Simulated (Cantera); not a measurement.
Feed: 1 mol SiH4, 0.0058 mol C2H4, 1800 mol H2, held at 1.00 mbar.

Method: chemical equilibrium by Gibbs-energy minimisation in Cantera with the NASA 1993 tables (ideal gas, pure condensed phases). Candidate condensed phases: C, C6H6, C7H8, C8H18, Si, SiC; 87 gas species. Equilibrium is a limit: real reactors are often held back by kinetics, nucleation or transport.

log p: log10 of the partial pressure in bar; n: condensed amount in mol.

```csv
T (K),log p H2,log p H,log p Si,log p SiH,log p SiH2,log p Si2C,log p C,n SiC(s)
1748,-3.00,-5.14,-6.29,-7.67,-8.14,-8.39,___,0.00288
1898,-3.01,-4.61,-6.28,-7.84,-8.62,-9.04,___,0
2048,-3.03,-4.17,-6.28,-8.01,-9.05,-9.99,___,0
2198,-3.08,-3.79,-6.30,-8.19,-9.46,-10.86,___,0
2348,-3.17,-3.49,-6.34,-8.39,-9.90,-11.66,___,0
2498,-3.33,-3.27,-6.39,-8.64,-10.39,-12.53,___,0
2648,-3.59,-3.13,-6.46,-8.93,-10.95,-13.73,___,0
```

Problem. Some entries are withheld; supply them.

Solution. 
- 1748, log p C: -14.49
- 1898, log p C: -12.60
- 2048, log p C: -11.34
- 2198, log p C: -10.27
- 2348, log p C: -9.35
- 2498, log p C: -8.63
- 2648, log p C: -8.42
